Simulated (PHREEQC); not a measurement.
Make-up at 25 °C: 0.0075 mol HF and 0.0021 mol NH4HF2 per kg of water. Closed to the air; pH follows from the charge balance.

All values are PHREEQC results (ion-association model, wateq4f.dat), not measurements.

Each row changes one thing in this solution. No solid was allowed to form.

```csv
case,pH,ionic strength (mol/kgw),HF (mol/kgw),F- (mol/kgw),H2F2 (mol/kgw),HF2- (mol/kgw)
as made,2.82,0.00370,0.00759,0.00360,0.000150,0.000105
HF replaced by (CH3)4NF at the same molality,3.85,0.00976,0.00186,0.00969,9.01e-6,6.92e-5
NH4HF2 from 0.0021 to 0.0105 mol/kgw,2.99,0.0116,0.0150,0.0110,0.000592,0.000637
NH4HF2 replaced by NaBF4 at the same molality,2.71,0.00416,0.00566,0.00210,8.37e-5,4.56e-5
HF left out,3.35,0.00257,0.00160,0.00255,6.71e-6,1.57e-5
```

(CH3)4N+ isn't in the database: it is added as a free cation with an ion size of 4 Å.
